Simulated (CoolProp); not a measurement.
CHF3 (R23) along the isotherm 164.9 K: Z from the reference equation and from simpler models built on Tc = 299.3 K, pc = 4832 kPa, ω = 0.263; each cubic takes its own stable root.

Computed with CoolProp (reference Helmholtz-energy equation of state, Penoncello 2003).

```json
[
 {"p (kPa)": "3020", "phase": "liquid", "reference": "0.09967"},
 {"p (kPa)": "6040", "phase": "liquid", "reference": "0.1987"},
 {"p (kPa)": "9060", "phase": "liquid", "reference": "0.2971"},
 {"p (kPa)": "12100", "phase": "liquid", "reference": "0.3955"},
 {"p (kPa)": "15100", "phase": "liquid", "reference": "0.4920"},
 {"p (kPa)": "18100", "phase": "liquid", "reference": "0.5881"},
 {"p (kPa)": "21100", "phase": "liquid", "reference": "0.6836"},
 {"p (kPa)": "24200", "phase": "liquid", "reference": "0.7818"},
 {"p (kPa)": "27200", "phase": "liquid", "reference": "0.8763"},
 {"p (kPa)": "30200", "phase": "liquid", "reference": "0.9704"},
 {"p (kPa)": "33200", "phase": "liquid", "reference": "1.064"},
 {"p (kPa)": "36200", "phase": "liquid", "reference": "1.157"},
 {"p (kPa)": "39300", "phase": "liquid", "reference": "1.253"},
 {"p (kPa)": "42300", "phase": "liquid", "reference": "1.346"},
 {"p (kPa)": "45300", "phase": "liquid", "reference": "1.438"},
 {"p (kPa)": "48300", "phase": "liquid", "reference": "1.529"}
]
```

Question: How far does each simpler model (Soave-Redlich-Kwong, Peng-Robinson) lie from the reference over these 16 states: mean and median of the absolute difference, and the worst?

Answer: 
- Soave-Redlich-Kwong: mean 17.2 %, median 17.2 %, worst +17.3 % at 164.9 K and 3020 kPa
- Peng-Robinson: mean 4.4 %, median 4.4 %, worst +4.8 % at 164.9 K and 48300 kPa
